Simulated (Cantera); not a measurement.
A Cantera script and what it prints.

```python
import numpy as np
import cantera as ct

gas_names = [...]  # 109 gases of nasa_gas.yaml made of C, Cl, H, Si
cond_names = """
    C(gr) C6H6(L) C7H8(L) C8H18(L),n-octa Si(cr) Si(L) SiC(b)
""".split()


# ... load() reads the species with a 1 bar reference pressure and builds the phases ...
atoms = {
    'CH3SiCl3': {'C': 1, 'H': 3, 'Si': 1, 'CL': 3},
    'CH4': {'C': 1, 'H': 4},
    'H2': {'H': 2},
}
top_T = {'C(gr)': 4500, 'SiC(b)': 3050}  # K; cautious upper limits of use, not melting points


# ... equilibrate(T, P, feed) seeds the gas with the atoms and calls Mixture.equilibrate('TP', solver="vcs", rtol=1e-11, max_steps=5000) ...
results = []
feed = {'CH3SiCl3': 1, 'CH4': 0.052, 'H2': 6}  # mol
T = 2373.15  # K
for P in [100, 320, 1000, 3200, 10000, 32000, 100000]:
    mix = equilibrate(T, P, feed)
    results.append((T, P, feed, dict(zip(mix.species_names, mix.species_moles))))
    x = sorted(zip(gas.X, gas.species_names), reverse=True)
    print(f"T = {T:g} K  P = {P:g} Pa  gas = {mix.phase_moles(0):.4g} mol")
    print("   x: " + "  ".join(f"{s} {v:.3e}" for v, s in x if v > 1e-06))
    print("   condensed (mol): " + ("  ".join(f"{mix.phase(i).name} {mix.phase_moles(i):.4g}"
          for i in range(1, mix.n_phases) if mix.phase_moles(i) > 1e-12) or "none"))
```

Result:

```
T = 2373.15 K  P = 100 Pa  gas = 12.21 mol
   x: H2 4.013e-01  H 2.800e-01  HCL 1.571e-01  CL 7.834e-02  Si 6.137e-02  SiC2 1.081e-02  SiCL2 3.545e-03  SiCL 3.132e-03  C2H2,acetylene 2.471e-03  Si2C 1.248e-03  SiH 3.979e-04  C2H 9.314e-05  C3 6.192e-05  Si2 4.722e-05  C 2.649e-05  SiC 1.424e-05  C2HCL 8.925e-06  SiH2 8.910e-06  C4H2 6.250e-06  C2 5.573e-06  SiCL3 2.132e-06  C2H2,vinylidene 1.224e-06  CL2 1.012e-06
   condensed (mol): C(gr) 0.7065
T = 2373.15 K  P = 320 Pa  gas = 11.13 mol
   x: H2 4.967e-01  HCL 1.915e-01  H 1.741e-01  Si 5.499e-02  CL 4.800e-02  SiCL2 1.221e-02  SiC2 9.691e-03  SiCL 5.502e-03  Si2C 3.206e-03  C2H2,acetylene 3.058e-03  SiH 7.095e-04  Si2 1.213e-04  C2H 5.792e-05  SiH2 3.162e-05  C3 1.935e-05  SiCL3 1.439e-05  SiC 1.276e-05  C2HCL 1.088e-05  C 8.278e-06  C4H2 7.735e-06  Si3 2.221e-06  C2 1.742e-06  C2H2,vinylidene 1.515e-06  CL2 1.215e-06
   condensed (mol): C(gr) 0.7296
T = 2373.15 K  P = 1000 Pa  gas = 10.22 mol
   x: H2 5.794e-01  HCL 2.141e-01  H 1.064e-01  Si 3.054e-02  CL 2.811e-02  SiCL2 2.271e-02  SiCL 5.593e-03  SiC2 5.381e-03  C2H2,acetylene 3.567e-03  Si2C 3.090e-03  SiH 7.522e-04  Si2 1.169e-04  SiH2 6.401e-05  SiCL3 4.900e-05  C2H 3.539e-05  C2HCL 1.217e-05  C4H2 9.023e-06  SiC 7.083e-06  C3 6.192e-06  Si3 3.714e-06  C 2.649e-06  CH3 2.127e-06  C2H2,vinylidene 1.767e-06  CL2 1.302e-06
   condensed (mol): C(gr) 0.5669  SiC(b) 0.2688
T = 2373.15 K  P = 3200 Pa  gas = 9.62 mol
   x: H2 6.353e-01  HCL 2.396e-01  H 6.227e-02  SiCL2 2.592e-02  CL 1.679e-02  Si 9.543e-03  C2H2,acetylene 3.911e-03  SiCL 3.340e-03  SiC2 1.682e-03  Si2C 9.657e-04  SiH 4.403e-04  SiCL3 1.069e-04  SiH2 7.018e-05  Si2 3.654e-05  C2H 2.071e-05  C2HCL 1.361e-05  C4H2 9.894e-06  CH3 4.368e-06  CH4 2.409e-06  SiC 2.214e-06  C2H2,vinylidene 1.938e-06  C3 1.935e-06  CL2 1.487e-06  Si3 1.161e-06
   condensed (mol): C(gr) 0.3486  SiC(b) 0.5853
T = 2373.15 K  P = 10000 Pa  gas = 9.364 mol
   x: H2 6.633e-01  HCL 2.527e-01  H 3.600e-02  SiCL2 2.763e-02  CL 9.804e-03  C2H2,acetylene 4.084e-03  Si 3.054e-03  SiCL 1.951e-03  SiC2 5.381e-04  Si2C 3.090e-04  SiH 2.545e-04  SiCL3 2.079e-04  SiH2 7.328e-05  C2HCL 1.436e-05  C2H 1.197e-05  Si2 1.169e-05  C4H2 1.033e-05  CH3 8.239e-06  CH4 8.206e-06  SiHCL3 2.125e-06  C2H2,vinylidene 2.023e-06  CL2 1.584e-06  SiCL4 1.114e-06
   condensed (mol): C(gr) 0.2831  SiC(b) 0.6783
T = 2373.15 K  P = 32000 Pa  gas = 9.239 mol
   x: H2 6.786e-01  HCL 2.597e-01  SiCL2 2.853e-02  H 2.035e-02  CL 5.570e-03  C2H2,acetylene 4.177e-03  SiCL 1.108e-03  Si 9.543e-04  SiCL3 3.904e-04  SiC2 1.682e-04  SiH 1.439e-04  Si2C 9.657e-05  SiH2 7.497e-05  CH4 2.748e-05  CH3 1.525e-05  C2HCL 1.476e-05  C4H2 1.057e-05  SiHCL3 7.219e-06  C2H 6.770e-06  SiCL4 3.802e-06  Si2 3.654e-06  SiH2CL2 2.911e-06  C2H2,vinylidene 2.070e-06  CL2 1.636e-06  C2H4 1.059e-06
   condensed (mol): C(gr) 0.2614  SiC(b) 0.7082
T = 2373.15 K  P = 100000 Pa  gas = 9.174 mol
   x: H2 6.869e-01  HCL 2.631e-01  SiCL2 2.892e-02  H 1.158e-02  C2H2,acetylene 4.229e-03  CL 3.172e-03  SiCL3 7.042e-04  SiCL 6.311e-04  Si 3.054e-04  CH4 8.800e-05  SiH 8.190e-05  SiH2 7.589e-05  SiC2 5.381e-05  Si2C 3.090e-05  CH3 2.745e-05  SiHCL3 2.316e-05  C2HCL 1.495e-05  SiCL4 1.220e-05  C4H2 1.070e-05  SiH2CL2 9.332e-06  C2H 3.853e-06  C2H4 3.391e-06  C2H2,vinylidene 2.095e-06  CL2 1.659e-06  SiH3CL 1.226e-06  Si2 1.169e-06
   condensed (mol): C(gr) 0.2545  SiC(b) 0.7167
```

Cantera equilibrium calculation (NASA polynomials, part measured and part estimated; ideal gas, pure solids and liquids). The feed counts by its element totals alone. The tables' values for SiCl, SiCl3 are old estimates; treat these amounts as uncertain. Gases not in the tables: Si2H6 and higher silanes.
